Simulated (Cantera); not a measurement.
A perfectly stirred reactor is fed with 6.96 % CH₄, 25.1 % O₂, 68.0 % N₂, equivalence ratio 0.56, at 760 Torr; it is adiabatic with a 448 K inlet, and is followed from long to short residence time, starting on the burning branch (τ in s: 0.26, 0.12, 0.054, 0.024, 0.011, 0.0049, 0.0022, 0.001, 0.00045, 0.0002, 9.1e-05, 4.1e-05, 1.8e-05).

Detailed kinetics in Cantera: GRI-Mech 3.0 (53 species, 325 reactions).

**Question.** Predict: blow-out, bracketed by the residence times tried; x(CH₄) at τ = 0.260 s; x(O₂) at τ = 0.260 s; x(CO₂) at τ = 0.260 s; x(CH₄) at τ = 2.20 ms; x(O₂) at τ = 2.20 ms; x(CO₂) at τ = 2.20 ms; x(C₂H₆) at τ = 2.20 ms; x(C₂H₄) at τ = 2.20 ms.

**Answer.** 
```
Property                                                                      Result
------------------------------------------------  ----------------------------------
blow-out, bracketed by the residence times tried  burning at 91.0 µs, out at 41.0 µs
x(CH₄) at τ = 0.260 s                                                        2.63e-6
x(O₂) at τ = 0.260 s                                                           0.111
x(CO₂) at τ = 0.260 s                                                         0.0692
x(CH₄) at τ = 2.20 ms                                                        8.19e-5
x(O₂) at τ = 2.20 ms                                                           0.111
x(CO₂) at τ = 2.20 ms                                                         0.0652
x(C₂H₆) at τ = 2.20 ms                                                       1.11e-9
x(C₂H₄) at τ = 2.20 ms                                                       1.24e-8
```
